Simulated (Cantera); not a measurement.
A freely propagating, adiabatic, planar premixed flame of CH₄ : CO : O₂ : N₂ = 1 : 1.1 : 2.66 : 11.4 (molar parts), unburnt at 650 K and 1.18 atm; mixture-averaged transport, grid criteria slope 0.08 and curve 0.16, no radiation.

Detailed kinetics in Cantera: GRI-Mech 3.0 (53 species, 325 reactions). Burning velocities carry a grid error of a few per cent, more on coarse grids.

Question: How do the results move with these cheaper or finer settings: unity-Lewis-number transport; multicomponent transport; multicomponent+Soret transport; grid criteria slope 0.5, curve 1; grid criteria slope 0.25, curve 0.5; grid criteria slope 0.03, curve 0.06?

Answer: 
| setting | laminar burning velocity | thermal thickness | peak x(O) | grid points | grid points |
|---|---|---|---|---|---|
| as above | 146 cm/s | 0.303 mm | 0.00630 | 159 | 159 |
| unity-Lewis-number transport | 105 cm/s | 0.332 mm | 0.00687 | 136 | 136 |
| multicomponent transport | 146 cm/s | 0.306 mm | 0.00630 | 159 | 159 |
| multicomponent+Soret transport | 143 cm/s | 0.307 mm | 0.00631 | 159 | 159 |
| grid criteria slope 0.5, curve 1 | 159 cm/s | 0.341 mm | 0.00657 | 45 | 45 |
| grid criteria slope 0.25, curve 0.5 | 151 cm/s | 0.317 mm | 0.00639 | 62 | 62 |
| grid criteria slope 0.03, curve 0.06 | 143 cm/s | 0.301 mm | 0.00621 | 353 | 353 |
The base run took around 13 core-seconds (rough).
Unity Lewis numbers drop preferential diffusion, which matters most where H2 and H carry the flame; Soret adds thermal diffusion.
